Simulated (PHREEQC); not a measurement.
1 kg of water holding 0.23 mol/kgw KCl meets 20 L of dry gas (CO2 0.13, CH4 0.3, H2S 0.57 by moles) at fixed total pressure, at 25 °C; fugacities by Peng-Robinson. The gases take part in no redox reaction, some water evaporates into the gas, and hydrates or a liquid gas phase aren't modelled. Nothing may precipitate in this run.

The numbers come from PHREEQC with the ion-association model, phreeqc.dat.

### Question
Predict dissolved H2S (mol/kgw), pH at P (atm) = 1, 2, 7.5.

### Answer
| P (atm) | dissolved H2S (mol/kgw) | pH |
|---|---|---|
| 1 | 0.0446 | 4.05 |
| 2 | 0.0897 | 3.90 |
| 7.5 | 0.324 | 3.62 |
